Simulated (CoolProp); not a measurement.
Hydrogen chloride along the isotherm 594.3 K: Z from the reference equation and from simpler models built on Tc = 324.7 K, pc = 8314 kPa, ω = 0.130; each cubic takes its own stable root.

Computed with CoolProp (reference Helmholtz-energy equation of state, Thol 2018).

| p (kPa) | phase | reference |
|---|---|---|
| 1250 | gas | 0.9927 |
| 2490 | gas | 0.9858 |
| 3740 | gas | 0.9791 |
| 4990 | gas | 0.9728 |
| 6240 | gas | 0.9668 |
| 7480 | gas | 0.9612 |
| 8730 | supercritical | 0.9559 |
| 9980 | supercritical | 0.9509 |
| 11200 | supercritical | 0.9463 |
| 12500 | supercritical | 0.9419 |

### Question
How far does each simpler model (van der Waals, Redlich-Kwong, Soave-Redlich-Kwong) lie from the reference over these 10 states: mean and median of the absolute difference, and the worst?

### Answer
- van der Waals: mean 1.1 %, median 1.0 %, worst -2.3 % at 594.3 K and 12500 kPa
- Redlich-Kwong: mean 0.1 %, median 0.1 %, worst +0.1 % at 594.3 K and 4990 kPa
- Soave-Redlich-Kwong: mean 1.8 %, median 1.9 %, worst +3.3 % at 594.3 K and 12500 kPa
